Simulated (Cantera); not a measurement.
Input (Python, Cantera) and output of one run.

```python
import numpy as np
import cantera as ct

gas_names = """
    CL2 ALF3 F
""".split()
cond_names = """
    ALCL3(s) ALCL3(L)
""".split()


def load(file, names, dense=False):
    # The tables refer to 1 bar. Condensed volumes are neglected.
    table = {s.name: s for s in ct.Species.list_from_file(file)}
    out = []
    for n in names:
        d = dict(table[n].input_data)
        d["thermo"] = dict(d["thermo"], **{"reference-pressure": 1e5})
        if dense:
            d["equation-of-state"] = {"model": "constant-volume", "density": "1e6 g/cm^3"}
        out.append(ct.Species.from_dict(d))
    return out


species = {s.name: s for s in load("nasa_gas.yaml", gas_names) + load("nasa_condensed.yaml", cond_names)}
# Each term lists the table entries of one substance; the one whose range holds T is used.
reactions = {
    '3 Cl2(g) + 2 AlF3(g) = 2 AlCl3 + 6 F(g)':
        [(-3, ['CL2']), (-2, ['ALF3']), (2, ['ALCL3(s)', 'ALCL3(L)']), (6, ['F'])],
}


def pick(names, T):
    return next(species[n] for n in names if species[n].thermo.min_temp <= T <= species[n].thermo.max_temp)


results = []
for label, terms in reactions.items():
    print(label)
    print("     T/K   dH/kJ  dS/(J/K)   dG/kJ   log10 K")
    for T in [300, 373, 383, 393, 403, 413, 423, 433, 443, 453, 463, 473]:
        used = [(nu, pick(names, T)) for nu, names in terms]
        dH = sum(nu * s.thermo.h(T) for nu, s in used) / 1e6
        dS = sum(nu * s.thermo.s(T) for nu, s in used) / 1e3
        dG = dH - T * dS / 1e3
        logK = -dG * 1e6 / (ct.gas_constant * T * np.log(10))
        results.append((label, T, dH, dS, dG, logK, [s.name for _, s in used]))
        print(f"{T:8g} {dH:8.1f} {dS:8.1f} {dG:8.1f} {logK:8.2f}")
```

Result:

```
3 Cl2(g) + 2 AlF3(g) = 2 AlCl3 + 6 F(g)
     T/K   dH/kJ  dS/(J/K)   dG/kJ   log10 K
     300   1483.9    -51.0   1499.2  -261.02
     373   1490.6    -31.0   1502.1  -210.35
     383   1491.5    -28.5   1502.4  -204.90
     393   1492.4    -26.1   1502.7  -199.72
     403   1493.3    -23.8   1502.9  -194.80
     413   1494.3    -21.5   1503.2  -190.11
     423   1495.2    -19.3   1503.4  -185.64
     433   1496.1    -17.1   1503.6  -181.38
     443   1497.1    -15.0   1503.7  -177.30
     453   1498.0    -12.9   1503.9  -173.40
     463   1499.0    -10.8   1504.0  -169.67
     473   1570.9    143.7   1503.0  -165.97
```

Standard-state values (1 bar) from the NASA 1993 polynomials, evaluated with Cantera. Condensed species are held in their standard states even where they would react or evaporate.
